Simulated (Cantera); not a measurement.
A Cantera script and its output.

```python
import numpy as np
import cantera as ct

gas = ct.Solution("gri30.yaml", transport_model="multicomponent")
show = ['H2', 'CH3', 'C2H2']

rows = []
print(f"{'T/K':>7s}{'rho':>11s}{'cp':>10s}{'mu':>11s}{'lambda':>11s}{'Pr':>7s}" + "".join(f"{'D_' + s:>11s}" for s in show))
for T in [400, 550, 700, 850, 1000, 1150, 1300, 1450]:
    gas.TPX = T, 4500, {'N2': 0.43, 'NO': 0.52}
    Pr = gas.cp_mass * gas.viscosity / gas.thermal_conductivity
    D = [gas.mix_diff_coeffs_mole[gas.species_index(s)] for s in show]
    rows.append([gas.density, gas.cp_mass, gas.viscosity, gas.thermal_conductivity, Pr, *D])
    print(f"{T:7g}{gas.density:11.4e}{gas.cp_mass:10.1f}{gas.viscosity:11.4e}"
          f"{gas.thermal_conductivity:11.4e}{Pr:7.3f}" + "".join(f"{d:11.4e}" for d in D))
print("SI units: kg/m3, J/kg/K, Pa s, W/m/K, m2/s")
```

Result:

```
    T/K        rho        cp         mu     lambda     Pr       D_H2      D_CH3     D_C2H2
    400 3.9380e-02    1019.5 2.2774e-05 3.2692e-02  0.710 2.8533e-03 8.3851e-04 6.2622e-04
    550 2.8640e-02    1044.3 2.8430e-05 4.1940e-02  0.708 4.8682e-03 1.4549e-03 1.0951e-03
    700 2.2503e-02    1079.6 3.3444e-05 5.1060e-02  0.707 7.2772e-03 2.1934e-03 1.6581e-03
    850 1.8532e-02    1116.8 3.8030e-05 6.0080e-02  0.707 1.0048e-02 3.0433e-03 2.3064e-03
   1000 1.5752e-02    1148.8 4.2304e-05 6.8760e-02  0.707 1.3158e-02 3.9969e-03 3.0342e-03
   1150 1.3697e-02    1171.5 4.6338e-05 7.6838e-02  0.707 1.6587e-02 5.0483e-03 3.8365e-03
   1300 1.2117e-02    1191.2 5.0178e-05 8.4625e-02  0.706 2.0322e-02 6.1927e-03 4.7099e-03
   1450 1.0863e-02    1208.0 5.3858e-05 9.2135e-02  0.706 2.4350e-02 7.4264e-03 5.6512e-03
SI units: kg/m3, J/kg/K, Pa s, W/m/K, m2/s
```

Computed with Cantera and GRI-Mech 3.0 (53 species, 325 reactions). The composition is frozen, though it would react at the higher temperatures.
